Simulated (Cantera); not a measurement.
Input (Python, Cantera) and output of one run.

```python
import numpy as np
import cantera as ct

gas_names = """
    F FO FO2 F2 F2O N NF NF2 NF3 NO NO2 NO3 N2 N2O O O2 O3 Si SiF SiF2 SiF3 SiF4 SiN SiO SiO2 Si2 Si2N
    Si3
""".split()
cond_names = """
    Si(cr) Si(L) SiO2(Lqz) SiO2(hqz) SiO2(L) Si2N2O(s) Si3N4(a)
""".split()


def load(file, names, dense=False):
    # The tables refer to 1 bar. Condensed volumes are neglected.
    table = {s.name: s for s in ct.Species.list_from_file(file)}
    out = []
    for n in names:
        d = dict(table[n].input_data)
        d["thermo"] = dict(d["thermo"], **{"reference-pressure": 1e5})
        if dense:
            d["equation-of-state"] = {"model": "constant-volume", "density": "1e6 g/cm^3"}
        out.append(ct.Species.from_dict(d))
    return out


gas = ct.Solution(thermo="ideal-gas", species=load("nasa_gas.yaml", gas_names))
cond = {s.name: ct.Solution(thermo="fixed-stoichiometry", species=[s], name=s.name)
        for s in load("nasa_condensed.yaml", cond_names, dense=True)}
atoms = {
    'SiF4': {'Si': 1, 'F': 4},
    'NO': {'N': 1, 'O': 1},
    'N2': {'N': 2},
}
top_T = {'Si2N2O(s)': 2100, 'Si3N4(a)': 2400}  # K; cautious upper limits of use, not melting points


def equilibrate(T, P, feed):
    n = {}
    for name, mol in feed.items():
        for a, k in atoms[name].items():
            n[a] = n.get(a, 0.0) + k * mol
    gas.TPX = T, P, n
    mass = sum(n.values()) * gas.mean_molecular_weight
    gas.equilibrate("TP")
    valid = [c for c in cond.values() if c.min_temp <= T <= top_T.get(c.name, c.max_temp)]
    mix = ct.Mixture([(gas, mass / gas.mean_molecular_weight)] + [(c, 0.0) for c in valid])
    mix.T, mix.P = T, P
    mix.equilibrate("TP", solver="vcs", rtol=1e-11, max_steps=5000)
    return mix


results = []
feed = {'SiF4': 1, 'NO': 0.69, 'N2': 180}  # mol
T = 900  # K
P = 133.322  # Pa
mix = equilibrate(T, P, feed)
results.append((T, P, feed, dict(zip(mix.species_names, mix.species_moles))))
print(gas.report(threshold=0.0001))
for i in range(1, mix.n_phases):
    print(f"{mix.phase(i).name:16s} {mix.phase_moles(i):12.5e} mol")
```

It prints:

```
       temperature   900 K
          pressure   133.32 Pa
           density   0.00050671 kg/m^3
  mean mol. weight   28.44 kg/kmol
   phase of matter   gas

                          1 kg             1 kmol
                     ---------------   ---------------
          enthalpy        3.3545e+05        9.5403e+06  J
   internal energy             72336        2.0572e+06  J
           entropy            9883.7        2.8109e+05  J/K
    Gibbs function       -8.5599e+06       -2.4344e+08  J
 heat capacity c_p            1142.9             32505  J/K
 heat capacity c_v            850.57             24191  J/K

                      mass frac. Y      mole frac. X     chem. pot. / RT
                     ---------------   ---------------   ---------------
                N2           0.97772            0.9926           -31.225
                O2         0.0021358         0.0018983           -39.173
              SiF4          0.020142         0.0055039           -266.14
     [  +25 minor]        1.0388e-06        9.8441e-07

Si(cr)            0.00000e+00 mol
SiO2(hqz)         4.48215e-11 mol
Si2N2O(s)         0.00000e+00 mol
Si3N4(a)          0.00000e+00 mol
```

Method: chemical equilibrium by Gibbs-energy minimisation in Cantera with the NASA 1993 tables (ideal gas, pure condensed phases).
